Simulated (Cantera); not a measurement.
AlN + H2 (nitride etching)

Charge: 1 mol AlN, 22 mol H2, equilibrated at 0.100 bar.

Cantera equilibrium calculation (NASA polynomials, part measured and part estimated; ideal gas, pure solids and liquids). Candidate condensed phases: Al, AlN; 13 gas species. Rates play no part.

| T (°C) | x H2 | x Al | x H | x N2 | n AlN(s) |
|---|---|---|---|---|---|
| 1400 | 1.000 | 6.22e-5 | 0.000360 | 3.76e-5 | 0.998 |
| 1450 | 0.999 | 0.000152 | 0.000576 | 8.93e-5 | 0.996 |
| 1500 | 0.998 | 0.000351 | 0.000899 | 0.000202 | 0.991 |
| 1550 | 0.997 | 0.000774 | 0.00137 | 0.000439 | 0.981 |
| 1600 | 0.995 | 0.00163 | 0.00204 | 0.000914 | 0.960 |
| 1650 | 0.992 | 0.00332 | 0.00297 | 0.00183 | 0.919 |
| 1700 | 0.985 | 0.00648 | 0.00424 | 0.00355 | 0.842 |
x: gas mole fraction; n: condensed amount in mol.

From 1400 °C to 1700 °C the condensed part is AlN(s). The main Al-bearing gas is Al throughout. The share of Al in condensed phases is highest at 1400 °C (99.8 %) and lowest at 1700 °C (84.2 %).
